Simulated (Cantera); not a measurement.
Source: NASA polynomial tables (part measured, part estimated), evaluated in Cantera. Values are per mole of reaction as written; species without (g) are pure solids or liquids, kept so even where they would boil at 1 bar. TaC: taken at fixed stoichiometry.

Task: Between 300 and 2875 K, where is each reaction favourable under standard conditions?
- 3 TaC + 4 NH₃(g) → 3 Ta + 3 CH₄(g) + 4 N(g)

Result: 
- 3 TaC + 4 NH₃(g) → 3 Ta + 3 CH₄(g) + 4 N(g): ΔG° is 2163 kJ at 300 K and 1111 kJ at 2875 K; it stays positive (K < 1). ΔH° is 2311 kJ and ΔS° 417 J/K at 2875 K.
